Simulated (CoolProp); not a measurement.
Saturation properties of tetrahydrofuran (Tc = 267.0 °C, pc = 5.304 MPa, ω = 0.234).

Model: reference Helmholtz-energy equation of state, Fiedler 2023, in CoolProp.

```
T (°C)  p (MPa)  vapour density (kg/m³)  liquid cp (kJ/(kg K))
------  -------  ----------------------  ---------------------
25.85   0.02245                  0.6571                  1.727
30.85   0.02780                  0.8016                  1.745
35.75   0.03401                  0.9668                  1.764
40.75   0.04146                   1.162                  1.783
45.65   0.04998                   1.383                  1.802
50.55   0.05986                   1.635                  1.821
55.55   0.07149                   1.928                  1.841
60.45   0.08456                   2.254                  1.861
65.45   0.09977                   2.629                  1.882
70.35    0.1167                   3.042                  1.903
75.25    0.1358                   3.503                  1.923
80.25    0.1577                   4.028                  1.945
85.15    0.1818                   4.600                  1.966
90.15    0.2092                   5.247                  1.988
95.05    0.2390                   5.946                  2.010
```

It boils at 65.9 °C under 1 atm.
